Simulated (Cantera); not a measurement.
A perfectly stirred reactor is fed with H₂ : O₂ = 0.48 : 1 (molar parts), equivalence ratio 0.24, at 0.00320 bar; it is held at 1448 K, and followed from long to short residence time.

Detailed kinetics in Cantera: GRI-Mech 3.0 (53 species, 325 reactions). Radical loss at walls, strong at low pressure, is not modelled. The temperature is held fixed by assumption; the heat of reaction is taken as removed at once.

Problem. What does this change do: O2 1 to 0.1 parts?

Solution. 
```csv
quantity,before,after
x(H₂) at τ = 9.00 s,0.00244,0.519
x(O₂) at τ = 9.00 s,0.603,9.44e-5
x(O) at τ = 9.00 s,0.00819,0.000209
x(H) at τ = 9.00 s,0.00245,0.0817
x(OH) at τ = 9.00 s,0.00907,0.00149
x(H₂) at τ = 0.210 s,0.0182,0.378
x(O₂) at τ = 0.210 s,0.538,0.00183
x(O) at τ = 0.210 s,0.0697,0.00371
x(H) at τ = 0.210 s,0.0602,0.267
x(OH) at τ = 0.210 s,0.0234,0.00583
```

Problem. What does this change do: temperature 1448 to 900 K?

Solution. 
```
quantity               before     after
--------------------  -------  --------
x(H₂) at τ = 9.00 s   0.00244   0.00211
x(O₂) at τ = 9.00 s     0.603     0.612
x(O) at τ = 9.00 s    0.00819   0.00112
x(H) at τ = 9.00 s    0.00245  0.000690
x(OH) at τ = 9.00 s   0.00907  0.000574
x(H₂) at τ = 0.210 s   0.0182    0.0185
x(O₂) at τ = 0.210 s    0.538     0.602
x(O) at τ = 0.210 s    0.0697    0.0101
x(H) at τ = 0.210 s    0.0602    0.0259
x(OH) at τ = 0.210 s   0.0234   0.00237
```
Below about 950 K walls govern HO2 and H2O2 in real vessels.
